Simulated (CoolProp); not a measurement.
C3F8 (R218) at 293.15 K and 0.135 MPa flows at 8.2 m/s in a round tube of 2 mm bore and 0.25 µm roughness, fully developed (64/Re and Nu = 3.66 if laminar; Colebrook and Gnielinski if turbulent). Each further row changes one setting.

Values from CoolProp's reference Helmholtz-energy equation of state, Lemmon 2006. It is a short technical equation, of lower accuracy than the large ones.

```csv
case,Reynolds number,Darcy friction factor,pressure drop (Pa/m),heat-transfer coefficient (W/(m² K)),mass flow (kg/h)
as stated,14600,0.0283,5100,257,0.996
velocity 16.4 m/s,29100,0.0240,17300,449,1.99
diameter 4 mm,29100,0.0238,2150,223,3.98
```

Viscosity comes from a separate model (Huber 2003), an estimate that may be off by 10 % or more. Thermal conductivity comes from a separate model (Huber 2003), an estimate that may be off by 10 % or more.
